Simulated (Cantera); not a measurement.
Input (Python, Cantera):

```python
import numpy as np
import cantera as ct

gas = ct.Solution("gri30.yaml")
gas.TPX = 525, 280000, {'CH4': 1, 'O2': 2.38, 'N2': 8.95}
flame = ct.FreeFlame(gas, width=0.019)
flame.set_refine_criteria(ratio=3, slope=0.08, curve=0.16)
flame.transport_model = "mixture-averaged"
flame.solve(loglevel=0, auto=True)
z, T = flame.grid, flame.T
thick = (T[-1] - T[0]) / np.gradient(T, z).max()
show = ['CH4', 'O2', 'H2', 'HCO', 'C2H2', 'H2O2']
print(f"laminar burning velocity  {flame.velocity[0] * 100:.3f} cm/s")
print(f"burnt temperature         {T[-1]:.1f} K")
print(f"thermal thickness         {thick * 1e3:.4f} mm")
print(f"grid points               {len(z)}")
z0 = z[flame.heat_release_rate.argmax()]
print(f"{'z/mm':>9s}{'T/K':>9s}{'u/(m/s)':>9s}" + "".join(f"{s:>11s}" for s in show))
rows = []
for k in (-3, -2, -1.5, -1, -0.5, -0.25, 0, 0.25, 0.5, 1, 2, 4, 8):
    zz = z0 + k * thick
    rows.append([k * thick, np.interp(zz, z, T), np.interp(zz, z, flame.velocity),
                 *(np.interp(zz, z, flame.X[gas.species_index(s)]) for s in show)])
    print(f"{rows[-1][0] * 1e3:9.3f}{rows[-1][1]:9.1f}{rows[-1][2]:9.3f}" + "".join(f"{x:11.3e}" for x in rows[-1][3:]))
```

Output:

```
laminar burning velocity  58.802 cm/s
burnt temperature         2214.3 K
thermal thickness         0.1798 mm
grid points               146
     z/mm      T/K  u/(m/s)        CH4         O2         H2        HCO       C2H2       H2O2
   -0.539    525.4    0.589  8.101e-02  1.929e-01  6.593e-04  1.919e-17  2.478e-09  4.207e-08
   -0.360    528.7    0.593  8.069e-02  1.925e-01  1.637e-03  9.038e-15  3.046e-08  3.962e-07
   -0.270    540.5    0.607  7.978e-02  1.915e-01  2.769e-03  7.875e-13  1.757e-07  1.799e-06
   -0.180    613.0    0.692  7.504e-02  1.858e-01  4.873e-03  1.850e-10  1.560e-06  1.052e-05
   -0.090    991.7    1.130  5.197e-02  1.531e-01  8.103e-03  2.211e-07  1.456e-05  3.940e-05
   -0.045   1375.5    1.576  2.816e-02  1.154e-01  9.707e-03  5.778e-06  3.647e-05  2.309e-05
    0.000   1749.6    2.011  5.998e-03  7.234e-02  9.367e-03  2.629e-05  5.699e-05  1.991e-06
    0.045   1910.4    2.188  2.953e-04  4.949e-02  6.432e-03  6.348e-06  5.790e-06  7.398e-07
    0.090   1975.6    2.252  7.380e-06  4.229e-02  5.051e-03  2.553e-07  9.828e-08  5.918e-07
    0.180   2053.6    2.328  8.333e-09  3.762e-02  4.054e-03  1.413e-08  4.469e-11  4.414e-07
    0.360   2128.5    2.403  1.630e-13  3.450e-02  2.682e-03  3.727e-09  3.963e-16  3.040e-07
    0.719   2181.3    2.455  8.484e-17  3.255e-02  1.471e-03  7.718e-10  2.728e-20  2.137e-07
    1.439   2206.7    2.479  4.543e-18  3.165e-02  8.626e-04  2.002e-10  8.494e-22  1.765e-07
```

Cantera simulation using GRI-Mech 3.0 (53 species, 325 reactions); the numbers are that mechanism's predictions, not measurements. Burning velocities carry a grid error of a few per cent, more on coarse grids.
